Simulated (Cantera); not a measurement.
## Thermodynamics of boron, boron nitride and boron oxide, feed B2H6 + NH3 + N2

A closed system holds: 1 mol B2H6, 0.23 mol NH3, 0.87 mol N2, equilibrated at 1373.15 K and 1.00 bar.

These are equilibrium values from Cantera (NASA tables, ideal gas, pure condensed phases), not measurements of a reactor. Candidate condensed phases: B, BN; 15 gas species. The feed counts by its element totals alone. Mutual solubility and eutectic melting of coexisting phases are not modelled. Kinetics and transport are ignored.

| Property | Result |
|---|---|
| x(H2) | 1.000 |
| x(H) | 3.34e-6 |
| x(BH3) | 3.15e-6 |
| x(BH2) | 2.35e-6 |
| n(B(s)) | 0.0300 mol |
| n(BN(s)) | 1.97 mol |
| gas amount | 3.345 mol |
